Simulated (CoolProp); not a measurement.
A single-stage vapour-compression cycle with the fluid: evaporating at 308.15 K (dew point), condensing at 366.15 K (bubble point), superheat 2 K, subcooling 5 K, compressor efficiency 0.85, no pressure losses. The same conditions are run with several fluids, on thermodynamics alone (safety and materials aside).

Values from CoolProp's reference Helmholtz-energy equation of state of each fluid (methanol: de Reuck 1993; R11: Jacobsen 1992; n-perfluorobutane: Gao 2022; cyclopentane: Gedanitz 2015; trans-2-butene: Lemmon 2005; n-pentane: Thol 2019).

**Question.** Rank methanol, R11, n-perfluorobutane, cyclopentane, trans-2-butene, n-pentane by cooling COP, highest first.

**Answer.** methanol (3.92), cyclopentane (3.81), R11 (3.75), n-pentane (3.47), trans-2-butene (3.41), n-perfluorobutane (1.60)

```
fluid              pressure ratio  discharge temperature (K)  refrigerating effect (kJ/kg)  volumetric capacity (kJ/m³)
-----------------  --------------  -------------------------  ----------------------------  ---------------------------
methanol                     10.1                      466.7                          1010                          361
R11                          4.76                      377.2                           129                         1070
n-perfluorobutane            4.21                      366.2                          20.5                          783
cyclopentane                 5.69                      371.7                           296                          510
trans-2-butene               4.13                      368.1                           239                         1810
n-pentane                    5.17                      366.2                           229                          654
```

The compression ends wet for: n-perfluorobutane; n-pentane.
